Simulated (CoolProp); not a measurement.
Values from CoolProp's reference Helmholtz-energy equation of state, Zhou 2016.

Problem. Give the vapour pressure (bar), liquid density (kg/m³), vapour density (kg/m³), enthalpy of vaporisation (kJ/kg) of saturated R245ca at 267.3 K.

Solution. 
```csv
T (K),p (bar),liquid density (kg/m³),vapour density (kg/m³),enthalpy of vaporisation (kJ/kg)
267.3,0.256,1460,1.56,222
```
